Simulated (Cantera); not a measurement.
A closed system holds: 1 mol SiO2, 3.5 mol C, 0.98 mol CO, equilibrated at 2348.15 K and 56.0 Pa.

Method: chemical equilibrium by Gibbs-energy minimisation in Cantera with the NASA 1993 tables (ideal gas, pure condensed phases). Candidate condensed phases: C, Si, SiC, SiO2; 20 gas species. The numbers say what is thermodynamically allowed, not how fast it happens.

Base state: CO 0.754, Si 0.198, SiC2 0.0321, Si2C 0.00890, SiO 0.00665, Si2 0.000325, C3 7.14e-5, SiC 3.98e-5 (mole fractions); condensed: C(graphite).

Problem. What changes in the equilibrium state with this change: 0.035 mol CH4 added?

Solution. 
```
species            before    after
----------------  -------  -------
CO                  0.754    0.730
Si                  0.198    0.192
SiC2               0.0321   0.0312
H                       0   0.0285
H2                      0  0.00298
SiH                     0  8.38e-5
C2H2 (acetylene)        0  1.63e-5
SiO               0.00665  0.00625
Si2C              0.00890  0.00839
C(graphite), mol     1.24     1.27
```
Further candidate phases: C6H6, C7H8, C8H18, H2O.

Problem. What changes in the equilibrium state with this change: CO from 0.98 to 0.044 mol?

Solution. 
```
species             before     after
----------------  --------  --------
CO                   0.754     0.679
Si                   0.198     0.256
SiC2                0.0321    0.0416
Si2C               0.00890    0.0149
Si3                4.67e-6   1.01e-5
Si2               0.000325  0.000544
SiC                3.98e-5   5.14e-5
SiO                0.00665   0.00775
C                  3.22e-5   3.22e-5
C(graphite), mol      1.24      1.23
```
